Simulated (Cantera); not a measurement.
A closed system holds: 1 mol TiC, 0.026 mol C, 1.6 mol H₂, at 0.100 bar.

Cantera equilibrium calculation (NASA polynomials, part measured and part estimated; ideal gas, pure solids and liquids). Candidate condensed phases: C, C₆H₆, C₇H₈, C₈H₁₈, Ti, TiC; 77 gas species. TiC: taken at fixed stoichiometry. Kinetics and transport are ignored.

Question: At 1823 K, list the 4 most abundant gas species with their mole fractions, and the condensed phases.

Answer: H₂ 0.998, H 0.00137, C₂H₂ (acetylene) 0.000211, CH₄ 7.11e-5. Condensed: C(graphite) + TiC(s).
